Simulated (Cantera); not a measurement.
An isothermal, constant-pressure homogeneous reactor starts with CH4 : H2O : H2 = 1 : 4.2 : 1.6 (molar parts), at 1773 K and 548 Torr.

Model: GRI-Mech 3.0 (53 species, 325 reactions), integrated in Cantera.

x: mole fraction; the columns are a selection and need not sum to one.

| t (s) | x CH4 | x H2O | x H2 | x CH2CO | x CO2 | x CH2O | x O |
|---|---|---|---|---|---|---|---|
| 0.000500 | 0.135 | 0.612 | 0.247 | 2.73e-6 | 2.16e-6 | 1.98e-5 | 7.09e-9 |
| 0.00162 | ___ | 0.599 | ___ | ___ | ___ | ___ | ___ |
| 0.00523 | 0.0735 | 0.572 | 0.320 | 3.98e-5 | 0.000329 | 9.39e-6 | 4.68e-9 |
| 0.0169 | 0.0365 | 0.535 | 0.374 | 5.13e-5 | 0.00234 | 4.37e-6 | 4.06e-9 |
| 0.0548 | ___ | ___ | ___ | ___ | ___ | ___ | 3.95e-9 |
| 0.177 | 0.0121 | 0.410 | 0.485 | 1.31e-5 | 0.0144 | 8.57e-7 | 3.75e-9 |
| 0.573 | 0.00419 | 0.359 | 0.527 | 1.42e-6 | 0.0166 | 2.31e-7 | 3.56e-9 |
| 1.85 | 0.000211 | 0.347 | 0.539 | 7.64e-9 | 0.0168 | 2.58e-8 | 3.45e-9 |
| 6.00 | 1.89e-8 | 0.347 | 0.539 | <1e-12 | 0.0168 | 1.59e-8 | 3.49e-9 |

Task: Complete the blanks.

Result: 
- 0.00162, x CH4: 0.112
- 0.00162, x H2: 0.273
- 0.00162, x CH2CO: 1.76e-5
- 0.00162, x CO2: 3.21e-5
- 0.00162, x CH2O: 1.56e-5
- 0.00162, x O: 5.97e-9
- 0.0548, x CH4: 0.0197
- 0.0548, x H2O: 0.481
- 0.0548, x H2: 0.427
- 0.0548, x CH2CO: 3.72e-5
- 0.0548, x CO2: 0.00830
- 0.0548, x CH2O: 1.99e-6
